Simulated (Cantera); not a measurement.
Charge: 1 mol Si₂H₆, 0.069 mol O₂, 8.8 mol N₂, held at 1150 K and 0.000670 bar.

Method: chemical equilibrium by Gibbs-energy minimisation in Cantera with the NASA 1993 tables (ideal gas, pure condensed phases). Candidate condensed phases: H₂O, Si, SiO₂, Si₂N₂O, Si₃N₄; 35 gas species. The feed counts by its element totals alone. N₂ is the only nitrogen source here; it is nearly inert below about 1500 K, so the nitride shown seldom forms there in practice. Mutual solubility and eutectic melting of coexisting phases are not modelled. The numbers say what is thermodynamically allowed, not how fast it happens.

Base state: N₂ 0.715, H₂ 0.285 (mole fractions); condensed: Si₂N₂O(s) + Si₃N₄(s).

### Question
What changes in the equilibrium state with this change: temperature from 1150 K to 1925 K?

### Answer
```json
[
 {"species": "N₂", "before": "0.715", "after": "0.711"},
 {"species": "H₂", "before": "0.285", "after": "0.233"},
 {"species": "Si", "before": "<1e-9", "after": "0.0260"},
 {"species": "H", "before": "1.54e-6", "after": "0.0178"},
 {"species": "SiO", "before": "<1e-9", "after": "0.0111"},
 {"species": "SiH", "before": "<1e-9", "after": "0.000264"},
 {"species": "Si₂N", "before": "<1e-9", "after": "0.000251"},
 {"species": "Si₂N₂O(s), mol", "before": "0.138", "after": "0"},
 {"species": "Si₃N₄(s), mol", "before": "0.575", "after": "0"},
 {"species": "Si(l), mol", "before": "0", "after": "1.52"}
]
```
The tables' values for SiN are old estimates; treat these amounts as uncertain. Gases not in the tables: Si₂H₆ and higher silanes.
